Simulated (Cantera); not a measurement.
Ignition delay

Mixture: C2H4 : O2 : N2 : H2O = 1 : 4.29 : 16.1 : 0.72 (molar parts), equivalence ratio 0.70, at 21.7 atm, adiabatic and at constant pressure. Ignition delay is the time to a rise of 400 K.

Computed with Cantera and GRI-Mech 3.0 (53 species, 325 reactions). GRI-Mech 3.0 was tuned for natural gas; its chemistry of ethylene as a main component is partial and can be far from experiment. The pressure lies above the range GRI-Mech 3.0 was tuned for (to about 10 atm).

| T0 (K) | delay (ms) |
|---|---|
| 1123 | 1.65 |
| 1198 | 0.542 |
| 1273 | 0.157 |
| 1348 | 0.0460 |
| 1423 | 0.0146 |

- apparent activation energy between 1273 and 1423 K: 240 kJ/mol
